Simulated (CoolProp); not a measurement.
Values from CoolProp's reference Helmholtz-energy equation of state, Schroeder 2014.

**Question.** For ethanol, give the phase and the cp (kJ/(kg K)), cv (kJ/(kg K)), speed of sound (m/s) at 336 K and 348 bar; 546.8 K and 2.37 bar; 390.5 K and 0.362 bar.

**Answer.** 
- 336 K and 348 bar: liquid; cp 2.70, cv 2.29, speed of sound 1230
- 546.8 K and 2.37 bar: gas; cp 2.24, cv 2.05, speed of sound 326
- 390.5 K and 0.362 bar: gas; cp 1.76, cv 1.56, speed of sound 279
